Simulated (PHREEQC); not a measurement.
**Acid rinse or clean**

A solution holds 10 mmol/kgw HF and 10 mmol/kgw CuCl2, at 85 °C and 10 atm. Closed to the air; pH follows from the charge balance.

All values are PHREEQC results (ion-association model, phreeqc.dat), not measurements.

No solid was allowed to form.

Problem. What pH, ionic strength does the model give?

Solution. pH 2.85; ionic strength 0.0269 mol/kgw.

Problem. In which forms is F present?

Solution. HF 83 %, F- 14 %, CuF+ 1.6 %, HF2- 1.0 % of the F.

Away from 25 °C the constants follow the database's enthalpies or fits; those with neither stay at their 25 °C values.
